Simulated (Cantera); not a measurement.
Input: 1 mol n-butane, 0.92 mol O₂, 0.21 mol N₂, equilibrated at 37000 Pa.

Equilibrium computed with Cantera from the NASA thermochemical tables; the gas is ideal and each condensed phase is pure. Candidate condensed phases: C, C₆H₆, C₇H₈, C₈H₁₈, H₂O; 169 gas species. Ions and electrons are included (thermal ionisation). The numbers say what is thermodynamically allowed, not how fast it happens. All values below are at 4227 °C.

Base state: H 0.704, CO 0.136, C 0.102, H₂ 0.0154, C₂ 0.0132, N₂ 0.00962, CN 0.00921, C₃ 0.00565 (mole fractions); condensed: gas only.

### Question
What changes in the equilibrium state with this change: pressure from 37000 Pa to 72000 Pa?

### Answer
```csv
species,before,after
H,0.704,0.696
CO,0.136,0.140
C,0.102,0.0799
H₂,0.0154,0.0292
C₃,0.00565,0.0104
C₂,0.0132,0.0158
C₂H₂ (acetylene),5.48e-5,0.000244
C₅,6.77e-6,2.91e-5
CH₂,8.69e-6,2.53e-5
```
